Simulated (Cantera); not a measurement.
## Pb + H2 + CO (iron carbonyl, mercury and lead vapours)

A closed system holds: 1 mol Pb, 16 mol H2, 4.2 mol CO, held at 3100 Pa.

Method: chemical equilibrium by Gibbs-energy minimisation in Cantera with the NASA 1993 tables (ideal gas, pure condensed phases). Candidate condensed phases: C, C6H6, C7H8, C8H18, H2O, Pb, PbO, PbO2, Pb3O4; 113 gas species. The numbers say what is thermodynamically allowed, not how fast it happens.

```tsv
T (K)	log p H2	log p CO	log p Pb	log p CH4	log p H2O	n Pb(l)
1123	-1.61	-2.19	-3.74	-4.83	-4.92	0.880
1198	-1.62	-2.20	-3.20	-5.18	-5.25	0.585
1273	-1.63	-2.21	-2.83	-5.50	-5.56	0
1348	-1.63	-2.21	-2.83	-5.76	-5.81	0
1423	-1.63	-2.21	-2.83	-6.00	-6.03	0
1498	-1.63	-2.21	-2.83	-6.23	-6.22	0
1573	-1.63	-2.21	-2.84	-6.46	-6.37	0
```
log p: log10 of the partial pressure in bar; n: condensed amount in mol.

From 1123 K to 1198 K the condensed part is Pb(l). From 1273 K to 1573 K nothing is condensed. The main Pb-bearing gas is Pb throughout.
